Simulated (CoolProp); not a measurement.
Vapour-liquid equilibrium of toluene (1) + p-xylene (2) at 0.581 bar; x and y are mole fractions of (1).

The numbers come from the multi-fluid Helmholtz-energy mixture model, Lemmon 2006 and Zhou 2012; pair parameters Bell 2016 in CoolProp.

| x | bubble temperature, mixture model (°C) | bubble temperature, Raoult's law (°C) | y, mixture model | y, Raoult's law |
|---|---|---|---|---|
| 0.05 | 116.8 | 116.8 | 0.102 | 0.104 |
| 0.125 | 114.0 | 114.0 | ___ | 0.240 |
| 0.2 | ___ | 111.5 | 0.355 | 0.358 |
| 0.275 | 109.0 | 109.1 | ___ | 0.460 |
| 0.35 | ___ | 106.9 | 0.546 | 0.549 |
| 0.425 | 104.7 | 104.8 | 0.624 | 0.627 |
| 0.5 | 102.7 | 102.9 | ___ | 0.696 |
| 0.575 | 100.8 | 101.0 | 0.754 | 0.757 |
| 0.65 | 99.1 | 99.2 | ___ | 0.812 |
| 0.725 | ___ | 97.6 | 0.856 | 0.860 |
| 0.8 | 95.9 | 96.0 | 0.900 | 0.904 |
| 0.875 | 94.4 | 94.5 | 0.940 | 0.943 |
| 0.95 | 93.0 | 93.0 | ___ | 0.978 |

Task: Fill in the missing entries.

Result: 
- 0.125, y, mixture model: 0.237
- 0.2, bubble temperature, mixture model (°C): 111.4
- 0.275, y, mixture model: 0.457
- 0.35, bubble temperature, mixture model (°C): 106.8
- 0.5, y, mixture model: 0.693
- 0.65, y, mixture model: 0.808
- 0.725, bubble temperature, mixture model (°C): 97.4
- 0.95, y, mixture model: 0.977

The largest gap from Raoult's law is -0.2 K in bubble temperature, at x = 0.5. No azeotrope shows between x = 0.05 and 0.95.

The pair parameters rest on a limited set of measurements; away from them the model extrapolates.
